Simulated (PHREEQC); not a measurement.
# Metal-bearing waste water

Make-up at 25 °C: 0.0052 mol/kgw FeCl3, 0.0047 mol/kgw MgSO4, 0.00037 mol/kgw NaHCO3 and 0.0088 mol/kgw Na2SO4. Closed to the air; pH follows from the charge balance.

The numbers come from PHREEQC with the ion-association model, phreeqc.dat.

```json
{
  "pH": "3.06",
  "ionic_strength": "0.0460 mol/kgw",
  "total_alkalinity": "-10.0 meq/kg"
}
```

```json
[
 {"species": "Na+", "molality": "0.0176", "activity": "0.0146", "log γ": "-0.081"},
 {"species": "Cl-", "molality": "0.0155", "activity": "0.0127", "log γ": "-0.086"},
 {"species": "SO4-2", "molality": "0.00780", "activity": "0.00368", "log γ": "-0.326"},
 {"species": "Mg+2", "molality": "0.00331", "activity": "0.00163", "log γ": "-0.306"},
 {"species": "FeSO4+", "molality": "0.00309", "activity": "0.00257", "log γ": "-0.081"},
 {"species": "MgSO4", "molality": "0.00139", "activity": "0.00141", "log γ": "0.005"},
 {"species": "H+", "molality": "0.00102", "activity": "0.000872", "log γ": "-0.067"},
 {"species": "FeOH+2", "molality": "0.000990", "activity": "0.000470", "log γ": "-0.324"}
]
```

This is a speciation only: nothing precipitates in the calculation. Saturation is exceeded, for instance for Fe(OH)3(a), Hematite (slow to form); the values hold only as long as no solid forms. Species that the database lacks are ignored.
